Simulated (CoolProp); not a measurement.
Properties of isobutane along the isotherm 329.4 K.

Values from CoolProp's reference Helmholtz-energy equation of state, Bücker 2006.

| p (MPa) | phase | cp (kJ/(kg K)) | expansivity (1/kK) | viscosity (µPa s) | conductivity (mW/(m K)) |
|---|---|---|---|---|---|
| 0.605 | gas | 1.982 | 4.717 | 8.33 | 20.4 |
| 1.21 | liquid | 2.659 | 2.973 | 111 | 79.1 |
| 1.81 | liquid | 2.643 | 2.886 | 112 | 79.7 |
| 2.42 | liquid | 2.629 | 2.805 | 114 | 80.3 |
| 3.02 | liquid | 2.615 | 2.732 | 116 | 80.8 |
| 3.63 | liquid | 2.603 | 2.664 | 117 | 81.4 |
| 4.23 | liquid | 2.592 | 2.602 | 119 | 81.9 |
| 4.84 | liquid | 2.582 | 2.543 | 120 | 82.4 |
| 5.44 | liquid | 2.572 | 2.489 | 122 | 82.9 |
| 6.05 | liquid | 2.563 | 2.438 | 123 | 83.4 |
| 6.65 | liquid | 2.554 | 2.390 | 124 | 83.9 |
| 7.26 | liquid | 2.546 | 2.345 | 126 | 84.3 |
| 7.86 | liquid | 2.539 | 2.302 | 127 | 84.8 |
| 8.47 | liquid | 2.532 | 2.262 | 129 | 85.3 |
| 9.07 | liquid | 2.525 | 2.224 | 130 | 85.7 |

Viscosity comes from a separate model (Vogel 2000). Thermal conductivity comes from a separate model (Perkins 2002).
